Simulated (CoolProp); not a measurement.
A Linde-Hampson liquefier for normal hydrogen: isothermal reversible compression at 280 K from 1 atm to 15 MPa, throttling to 1 atm, return gas leaving the recuperator 2 K below the feed. Each further row changes one setting.

Model: reference Helmholtz-energy equation of state, Leachman 2009, in CoolProp.

```
case                        compression work (kJ/kg of gas)
--------------------------  -------------------------------
as stated                                              5880
high pressure 30 MPa                                   6790
warm-end temperature 310 K                             6500
warm-end gap 7 K                                       5880
```
